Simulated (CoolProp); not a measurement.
Isobutene at 298.15 K and 0.148 MPa is compressed adiabatically to 0.602 MPa with isentropic efficiency 0.8. Each further row changes one setting.

The numbers come from the reference Helmholtz-energy equation of state, Lemmon 2005 in CoolProp. It is a short technical equation, of lower accuracy than the large ones.

```json
[
 {"case": "as stated", "work (kJ/kg)": "___", "final temperature (K)": "350.6", "final density (kg/m³)": "12.9"},
 {"case": "efficiency 1", "work (kJ/kg)": "___", "final temperature (K)": "___", "final density (kg/m³)": "___"},
 {"case": "efficiency 0.65", "work (kJ/kg)": "___", "final temperature (K)": "___", "final density (kg/m³)": "___"}
]
```

### Question
Complete the blanks.

### Answer

- as stated, work (kJ/kg): 77.3
- efficiency 1, work (kJ/kg): 61.8
- efficiency 1, final temperature (K): 342.6
- efficiency 1, final density (kg/m³): 13.3
- efficiency 0.65, work (kJ/kg): 95.1
- efficiency 0.65, final temperature (K): 359.7
- efficiency 0.65, final density (kg/m³): 12.4
